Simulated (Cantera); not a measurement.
Charge: 1 mol C6H6, 0.016 mol O2, held at 1877 °C and 1.33 mbar.

Equilibrium computed with Cantera from the NASA thermochemical tables; the gas is ideal and each condensed phase is pure. Candidate condensed phases: C, C6H6, C7H8, C8H18, H2O; 110 gas species. Equilibrium is a limit: real reactors are often held back by kinetics, nucleation or transport.

Base state: H2 0.880, H 0.108, CO 0.00998, C2H2 (acetylene) 0.00170 (mole fractions); condensed: C(graphite).

Problem. What changes in the equilibrium state with this change: temperature from 1877 °C to 2002 °C?

Solution. 
| species | before | after |
|---|---|---|
| H2 | 0.880 | 0.782 |
| H | 0.108 | 0.206 |
| CO | 0.00998 | 0.00947 |
| C2H2 (acetylene) | 0.00170 | 0.00298 |
| C2H | 6.30e-6 | 3.32e-5 |
| C(graphite), mol | 5.96 | 5.95 |
